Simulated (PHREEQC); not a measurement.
Dissolve 0.027 mol/kgw CdSO4 at 25 °C. Closed to the air; pH follows from the charge balance.

Computed with PHREEQC (ion-association model, wateq4f.dat).

```
quantity                   before    after
------------------------  -------  -------
pH                           6.19     5.65
ionic strength (mol/kgw)   0.0592   0.0453
Cd+2 (mol/kgw)             0.0148  0.00992
CdOH+ (mol/kgw)           1.02e-6  2.10e-7
Cd2OH+3 (mol/kgw)         1.71e-7  2.18e-8
```

Name the change that produced these shifts.
A. diluted 5-fold with water
B. temperature from 25 to 65 °C
C. CdSO4 replaced by CdCl2 at the same molality
D. diluted 100-fold with water
E. 0.00045 mol/kgw HF added

C, CdSO4 replaced by CdCl2 at the same molality

Precipitation was switched off in this run.
